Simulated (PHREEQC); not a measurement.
Dissolve 0.067 mol/kgw HF and 0.34 mol/kgw CuSO4 at 25 °C. Closed to the air; pH follows from the charge balance.

Model: ion-association model, wateq4f.dat, run in PHREEQC.

This is a speciation only: nothing precipitates in the calculation.

Order these S species by the share of S that they hold, largest first: HSO4-, SO4-2, CuSO4.

CuSO4 (52 %), SO4-2 (43 %), HSO4- (4.6 %)

Order these F species by the share of F that they hold, largest first: HF, CuF+, H2F2, HF2-, F-.

HF (54 %), F- (18 %), H2F2 (12 %), CuF+ (9.9 %), HF2- (5.8 %)

The pH is 2.42 and the ionic strength 0.626 mol/kgw. Complexes and solids missing from the database can't appear. wateq4f.dat counts part of the HF as a dimer, H2F2, which phreeqc.dat doesn't know; its constant is uncertain.
